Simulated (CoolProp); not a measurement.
Saturation properties of nitrous oxide.

Computed with CoolProp (reference Helmholtz-energy equation of state, Lemmon 2006). It is a short technical equation, of lower accuracy than the large ones.

```json
[
 {"T (°C)": "-66.55", "p (kPa)": "320.8", "liquid density (kg/m³)": "1164", "vapour density (kg/m³)": "8.738", "surface tension (mN/m)": "18.8"},
 {"T (°C)": "-57.65", "p (kPa)": "475.0", "liquid density (kg/m³)": "1135", "vapour density (kg/m³)": "12.66", "surface tension (mN/m)": "16.9"},
 {"T (°C)": "-48.75", "p (kPa)": "679.6", "liquid density (kg/m³)": "1105", "vapour density (kg/m³)": "17.82", "surface tension (mN/m)": "15.0"},
 {"T (°C)": "-39.75", "p (kPa)": "947.1", "liquid density (kg/m³)": "1074", "vapour density (kg/m³)": "24.58", "surface tension (mN/m)": "13.1"},
 {"T (°C)": "-30.85", "p (kPa)": "1281", "liquid density (kg/m³)": "1041", "vapour density (kg/m³)": "33.13", "surface tension (mN/m)": "11.3"},
 {"T (°C)": "-21.95", "p (kPa)": "1695", "liquid density (kg/m³)": "1006", "vapour density (kg/m³)": "43.99", "surface tension (mN/m)": "9.50"},
 {"T (°C)": "-13.05", "p (kPa)": "2198", "liquid density (kg/m³)": "968.5", "vapour density (kg/m³)": "57.75", "surface tension (mN/m)": "7.78"},
 {"T (°C)": "-4.05", "p (kPa)": "2810", "liquid density (kg/m³)": "927.1", "vapour density (kg/m³)": "75.54", "surface tension (mN/m)": "6.11"},
 {"T (°C)": "4.85", "p (kPa)": "3528", "liquid density (kg/m³)": "881.5", "vapour density (kg/m³)": "98.38", "surface tension (mN/m)": "4.53"},
 {"T (°C)": "13.75", "p (kPa)": "4374", "liquid density (kg/m³)": "828.9", "vapour density (kg/m³)": "129.0", "surface tension (mN/m)": "3.04"},
 {"T (°C)": "22.75", "p (kPa)": "5376", "liquid density (kg/m³)": "763.0", "vapour density (kg/m³)": "173.8", "surface tension (mN/m)": "1.65"},
 {"T (°C)": "31.65", "p (kPa)": "6538", "liquid density (kg/m³)": "664.4", "vapour density (kg/m³)": "253.0", "surface tension (mN/m)": "0.460"}
]
```

It boils at -88.5 °C under 1 atm.

Surface tension comes from a separate correlation (Mulero 2012).
